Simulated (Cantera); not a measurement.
An isothermal, constant-pressure homogeneous reactor starts with NO : N2 = 1 : 3.8 (molar parts), at 1800 K and 100000 Pa.

Cantera simulation using GRI-Mech 3.0 (53 species, 325 reactions); the numbers are that mechanism's predictions, not measurements.

Predict: x(NO) at 1.00 s; x(O) at 1.00 s; x(O2) at 1.00 s; x(N2) at 1.00 s; x(NO2) at 1.00 s; x(N2O) at 1.00 s.


```json
{
 "x(NO) at 1.00 s": "0.188 (gas-phase equilibrium 0.00311)",
 "x(O) at 1.00 s": "1.38e-5 (gas-phase equilibrium 3.92e-5)",
 "x(O2) at 1.00 s": "0.0100 (gas-phase equilibrium 0.103)",
 "x(N2) at 1.00 s": "0.802 (gas-phase equilibrium 0.894)",
 "x(NO2) at 1.00 s": "0.000113 (gas-phase equilibrium 5.44e-6)",
 "x(N2O) at 1.00 s": "1.49e-5 (gas-phase equilibrium 1.90e-7)"
}
```
